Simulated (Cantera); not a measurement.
**Pyrogenic steam for wet oxidation**

An isothermal, constant-pressure homogeneous reactor starts with H2 : O2 : N2 = 1.8 : 1 : 1.2 (molar parts), at 1075 K and 90.0 Torr.

Cantera simulation using GRI-Mech 3.0 (53 species, 325 reactions); the numbers are that mechanism's predictions, not measurements. The temperature is held fixed by assumption; the heat of reaction is taken as removed at once.

```json
[
 {"t (s)": "9.00e-5", "x H2": "0.450", "x O2": "0.250", "x H2O": "5.74e-8", "x NO2": "<1e-12", "x NO": "<1e-12", "x HO2": "8.78e-9"},
 {"t (s)": "0.000288", "x H2": "0.450", "x O2": "0.250", "x H2O": "0.000270", "x NO2": "<1e-12", "x NO": "<1e-12", "x HO2": "9.40e-6"},
 {"t (s)": "0.000924", "x H2": "0.0332", "x O2": "0.0531", "x H2O": "0.502", "x NO2": "1.27e-10", "x NO": "2.87e-6", "x HO2": "2.25e-5"},
 {"t (s)": "0.00296", "x H2": "0.00485", "x O2": "0.0345", "x H2O": "0.573", "x NO2": "1.19e-9", "x NO": "3.20e-6", "x HO2": "1.41e-5"},
 {"t (s)": "0.00949", "x H2": "0.000644", "x O2": "0.0325", "x H2O": "0.580", "x NO2": "1.36e-8", "x NO": "3.20e-6", "x HO2": "6.90e-6"},
 {"t (s)": "0.0304", "x H2": "7.48e-5", "x O2": "0.0323", "x H2O": "0.580", "x NO2": "5.30e-8", "x NO": "3.16e-6", "x HO2": "1.43e-6"},
 {"t (s)": "0.0974", "x H2": "7.03e-6", "x O2": "0.0323", "x H2O": "0.581", "x NO2": "6.90e-8", "x NO": "3.14e-6", "x HO2": "1.75e-7"},
 {"t (s)": "0.312", "x H2": "7.89e-7", "x O2": "0.0323", "x H2O": "0.581", "x NO2": "4.01e-8", "x NO": "3.17e-6", "x HO2": "2.60e-8"},
 {"t (s)": "1.00", "x H2": "1.57e-7", "x O2": "0.0323", "x H2O": "0.581", "x NO2": "1.83e-8", "x NO": "3.20e-6", "x HO2": "6.06e-9"}
]
```
x: mole fraction; the columns are a selection and need not sum to one.

Equilibrium at this temperature and pressure: H2 6.58e-9, O2 0.0322, H2O 0.581, NO2 8.33e-8, NO 1.86e-5, HO2 9.89e-10 (gas phase only).
